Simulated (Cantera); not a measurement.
## Pyrogenic steam for wet oxidation

An isothermal, constant-pressure homogeneous reactor starts with H2 : O2 : N2 = 1.3 : 1 : 1.2 (molar parts), equivalence ratio 0.65, at 1075 K and 100.0 Torr.

Model: GRI-Mech 3.0 (53 species, 325 reactions), integrated in Cantera. The temperature is held fixed by assumption; the heat of reaction is taken as removed at once.

| t (s) | x H2 | x O2 | x H2O | x NO2 | x NO | x HO2 |
|---|---|---|---|---|---|---|
| 9.00e-5 | 0.371 | 0.286 | 1.05e-7 | <1e-12 | <1e-12 | 1.19e-8 |
| 0.000288 | 0.368 | 0.284 | 0.00217 | <1e-12 | 2.14e-11 | 2.28e-5 |
| 0.000924 | 0.00961 | 0.126 | 0.438 | 7.98e-10 | 2.51e-6 | 4.63e-5 |
| 0.00296 | 0.000884 | 0.123 | 0.455 | 2.14e-8 | 2.53e-6 | 1.90e-5 |
| 0.00949 | 0.000106 | 0.123 | 0.456 | 7.41e-8 | 2.47e-6 | 3.87e-6 |
| 0.0304 | 8.81e-6 | 0.123 | 0.456 | 9.21e-8 | 2.46e-6 | 4.81e-7 |
| 0.0974 | 6.75e-7 | 0.123 | 0.456 | 5.96e-8 | 2.49e-6 | 7.14e-8 |
| 0.312 | 1.10e-7 | 0.123 | 0.456 | 2.89e-8 | 2.52e-6 | 1.69e-8 |
| 1.00 | 2.82e-8 | 0.123 | 0.456 | 1.46e-8 | 2.53e-6 | 5.25e-9 |
x: mole fraction; the columns are a selection and need not sum to one.

Equilibrium at this temperature and pressure: H2 2.51e-9, O2 0.123, H2O 0.456, NO2 3.49e-7, NO 3.79e-5, HO2 2.45e-9 (gas phase only).
